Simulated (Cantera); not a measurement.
A closed system holds: 1 mol Fe, 0.41 mol Cl₂, 0.29 mol N₂, held at 1648.15 K and 1.30 bar.

These are equilibrium values from Cantera (NASA tables, ideal gas, pure condensed phases), not measurements of a reactor. Candidate condensed phases: Fe, FeCl₂, FeCl₃; 10 gas species. Kinetics and transport are ignored.

Base state: FeCl₂ 0.576, N₂ 0.417, Fe₂Cl₄ 0.00625, FeCl₃ 0.000377, Cl 4.78e-5 (mole fractions); condensed: Fe(γ).

Problem. What changes in the equilibrium state with this change: temperature from 1648.15 K to 1248 K?

Solution. 
```json
[
 {"species": "N₂", "before": "0.417", "after": "0.508"},
 {"species": "FeCl₂", "before": "0.576", "after": "0.409"},
 {"species": "Fe₂Cl₄", "before": "0.00625", "after": "0.0830"},
 {"species": "Cl", "before": "4.78e-5", "after": "3.42e-7"},
 {"species": "FeCl₃", "before": "0.000377", "after": "0.000477"},
 {"species": "Fe(γ), mol", "before": "0.590", "after": "0.590"},
 {"species": "FeCl₂(l), mol", "before": "0", "after": "0.0811"}
]
```
Mutual solubility and eutectic melting of coexisting phases are not modelled.

Problem. What changes in the equilibrium state with this change: Cl₂ from 0.41 to 0.052 mol?

Solution. 
| species | before | after |
|---|---|---|
| N₂ | 0.417 | 0.848 |
| FeCl₂ | 0.576 | 0.151 |
| Fe₂Cl₄ | 0.00625 | 0.000430 |
| FeCl₃ | 0.000377 | 5.06e-5 |
| Cl | 4.78e-5 | 2.45e-5 |
| Fe(γ), mol | 0.590 | 0.948 |
